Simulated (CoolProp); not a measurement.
Vapour-liquid equilibrium of CH2F2 (R32) (1) + R1234yf (2) at 0.292 MPa; x and y are mole fractions of (1).

Computed with CoolProp (multi-fluid Helmholtz-energy mixture model, Tillner-Roth 1997 and Lemmon 2022; pair parameters Bell 2023).

```csv
x,bubble temperature (K),y at the bubble point,dew temperature at overall composition x (K),liquid density (mol/L)
0.05,267.3,0.150,269.7,10.72
0.2,259.1,0.453,266.1,11.79
0.35,253.8,0.622,___,12.99
0.5,___,___,257.7,___
0.65,248.0,0.805,___,16.09
0.8,246.3,___,248.1,18.21
0.95,245.1,0.963,245.2,___
```

Q: Some entries are withheld; supply them.

A: 
- 0.35, dew temperature at overall composition x (K): 262.1
- 0.5, bubble temperature (K): 250.3
- 0.5, y at the bubble point: 0.727
- 0.5, liquid density (mol/L): 14.39
- 0.65, dew temperature at overall composition x (K): 252.9
- 0.8, y at the bubble point: 0.877
- 0.95, liquid density (mol/L): 20.94

No azeotrope shows between x = 0.05 and 0.95.

Pair parameters are fitted to limited data, so mixtures are less certain than the pure fluids.
